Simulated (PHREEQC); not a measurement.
A solution holds 6.6 mmol/kgw KOH, 0.25 mmol/kgw H4SiO4 and 12 mmol/kgw H3BO3, at 20 °C. Closed to the air; pH follows from the charge balance.

Equilibrium calculation in PHREEQC: ion-association model, phreeqc.dat.

| quantity | before | after |
|---|---|---|
| pH | 9.32 | 11.75 |
| ionic strength (mol/kgw) | 0.00660 | 0.0166 |
| H2BO3- (mol/kgw) | 0.00653 | 0.0120 |
| H3BO3 (mol/kgw) | 0.00547 | 3.56e-5 |

### Question
What was changed between the two runs?
A) KOH left out
B) 0.01 mol/kgw TMAH added
C) H4SiO4 replaced by Na2SiF6 at the same molality
D) H4SiO4 left out

### Answer
B, 0.01 mol/kgw TMAH added

Precipitation was switched off in this run. Some of these states are supersaturated (in Quartz (slow to form), for instance). (CH3)4N+ isn't in the database: it is added as a free cation with an ion size of 4 Å.
